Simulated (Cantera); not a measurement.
Charge: 1 mol B2O3, 2.1 mol O2, at 2275 K and 15.0 Pa.

Equilibrium computed with Cantera from the NASA thermochemical tables; the gas is ideal and each condensed phase is pure. Candidate condensed phases: B, B2O3; 10 gas species. Equilibrium is a limit: real reactors are often held back by kinetics, nucleation or transport.

Base state: O2 0.385, BO2 0.235, O 0.217, B2O3 0.119, BO 0.0435, B2O2 5.73e-5 (mole fractions); condensed: gas only.

Task: What changes in the equilibrium state with this change: temperature from 2275 K to 2223.15 K?

Result: 
```json
[
 {"species": "O2", "before": "0.385", "after": "0.434"},
 {"species": "BO2", "before": "0.235", "after": "0.225"},
 {"species": "O", "before": "0.217", "after": "0.168"},
 {"species": "B2O3", "before": "0.119", "after": "0.144"},
 {"species": "BO", "before": "0.0435", "after": "0.0281"},
 {"species": "B2O2", "before": "5.73e-5", "after": "4.09e-5"}
]
```

Task: What changes in the equilibrium state with this change: 0.063 mol H2 added?

Result: 
| species | before | after |
|---|---|---|
| O2 | 0.385 | 0.375 |
| BO2 | 0.235 | 0.226 |
| O | 0.217 | 0.214 |
| HBO2 | 0 | 0.0186 |
| B2O3 | 0.119 | 0.111 |
| BO | 0.0435 | 0.0424 |
| H | 0 | 0.00742 |
| OH | 0 | 0.00482 |
| H2O | 0 | 0.000478 |
Further candidate phases: B3O3H3, H2O.
